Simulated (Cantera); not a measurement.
Equilibrium for halide evaporation, hydrolysis and transport: CsCl + O2 + N2

Feed: 1 mol CsCl, 8.3 mol O2, a varied amount of N2, equilibrated at 1200 K and 203 Torr.

Equilibrium computed with Cantera from the NASA thermochemical tables; the gas is ideal and each condensed phase is pure. Candidate condensed phases: Cs, CsCl; 18 gas species. Kinetics and transport are ignored.

From 4.2 mol N2 to 220 mol N2 nothing is condensed. The main Cs-bearing gas is CsCl throughout.

| n(N2) (mol) | x N2 | x O2 | x CsCl | x Cs2Cl2 | x NO | x NO2 |
|---|---|---|---|---|---|---|
| 4.2 | 0.315 | 0.623 | 0.0480 | 0.0136 | 0.000213 | 3.23e-6 |
| 7.4 | 0.447 | 0.502 | 0.0408 | 0.00982 | 0.000228 | 3.10e-6 |
| 13 | 0.586 | 0.374 | 0.0326 | 0.00626 | 0.000225 | 2.65e-6 |
| 23 | 0.714 | 0.258 | 0.0242 | 0.00344 | 0.000206 | 2.01e-6 |
| 41 | 0.816 | 0.165 | 0.0166 | 0.00163 | 0.000177 | 1.38e-6 |
| 72 | 0.886 | 0.102 | 0.0109 | 0.000701 | 0.000145 | 8.88e-7 |
| 130 | 0.933 | 0.0595 | 0.00666 | 0.000261 | 0.000113 | 5.32e-7 |
| 220 | 0.959 | 0.0362 | 0.00416 | 0.000102 | 8.95e-5 | 3.27e-7 |
x: gas mole fraction; nothing condenses.
